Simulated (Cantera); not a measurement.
Cantera run, input and output.

```python
import numpy as np
import cantera as ct

gas = ct.Solution("gri30.yaml")
gas.TPX = 1975, 1700, {'NO': 0.18, 'N2': 0.61}
reactor = ct.IdealGasConstPressureReactor(gas, energy="off", clone=False)
net = ct.ReactorNet([reactor])
net.rtol, net.atol = 1e-08, 1e-18
show = ['NO', 'O2', 'N2O', 'N2', 'NO2', 'O']
times = np.geomspace(0.0004, 50, 14)

steps = ct.SolutionArray(gas, extra=["t"])
rows = []
print(f"{'t/s':>10s}{'T/K':>9s}{'P/Pa':>11s}" + "".join(f"{s:>11s}" for s in show))
for t in times:
    while net.time < t:
        t_next = net.step()
        steps.append(gas.state, t=t_next)
    rows.append([np.interp(t, steps.t, y) for y in (steps.T, steps.P, *steps(*show).X.T)])
    print(f"{t:10.3e}{rows[-1][0]:9.1f}{rows[-1][1]:11.4g}" + "".join(f"{x:11.3e}" for x in rows[-1][2:]))
rate = np.gradient(steps.T, steps.t)
print("integrator steps:", len(steps.t))
if steps.T.max() > steps.T[0] + 200:
    print(f"time of steepest temperature rise: {steps.t[rate.argmax()]:.4e} s")
gas.TPX = 1975, 1700, {'NO': 0.18, 'N2': 0.61}
gas.equilibrate("TP")
print(f"equilibrium (TP): T = {gas.T:.1f} K  " + "  ".join(f"{s} {gas[s].X[0]:.3e}" for s in show))
```

Result:

```
       t/s      T/K       P/Pa         NO         O2        N2O         N2        NO2          O
 4.000e-04   1975.0       1700  2.278e-01  3.569e-10  3.388e-07  7.722e-01  3.904e-10  3.433e-07
 9.866e-04   1975.0       1700  2.278e-01  2.181e-09  8.270e-07  7.722e-01  2.289e-09  8.539e-07
 2.433e-03   1975.0       1700  2.278e-01  1.346e-08  1.988e-06  7.722e-01  1.281e-08  2.150e-06
 6.002e-03   1975.0       1700  2.278e-01  8.503e-08  4.609e-06  7.722e-01  6.487e-08  5.563e-06
 1.480e-02   1975.0       1700  2.278e-01  5.645e-07  9.803e-06  7.722e-01  2.763e-07  1.513e-05
 3.651e-02   1975.0       1700  2.278e-01  4.064e-06  1.730e-05  7.722e-01  9.540e-07  4.332e-05
 9.005e-02   1975.0       1700  2.276e-01  3.080e-05  2.212e-05  7.722e-01  2.543e-06  1.182e-04
 2.221e-01   1975.0       1700  2.271e-01  2.038e-04  2.146e-05  7.724e-01  4.590e-06  2.451e-04
 5.478e-01   1975.0       1700  2.256e-01  9.245e-04  2.024e-05  7.731e-01  5.963e-06  3.347e-04
 1.351e+00   1975.0       1700  2.214e-01  3.002e-03  1.901e-05  7.752e-01  7.464e-06  3.938e-04
 3.332e+00   1975.0       1700  2.098e-01  8.722e-03  1.629e-05  7.809e-01  1.030e-05  5.108e-04
 8.219e+00   1975.0       1700  1.777e-01  2.466e-02  1.074e-05  7.969e-01  1.405e-05  7.371e-04
 2.027e+01   1975.0       1700  1.042e-01  6.120e-02  3.309e-06  8.335e-01  1.305e-05  1.081e-03
 5.000e+01   1975.0       1700  2.626e-02  1.000e-01  2.246e-07  8.723e-01  4.239e-06  1.349e-03
integrator steps: 811
equilibrium (TP): T = 1975.0 K  NO 5.504e-03  O2 1.104e-01  N2O 4.279e-08  N2 8.827e-01  NO2 9.347e-07  O 1.412e-03
```

Model: GRI-Mech 3.0 (53 species, 325 reactions), integrated in Cantera. Radical loss at walls, strong at low pressure, is not modelled.
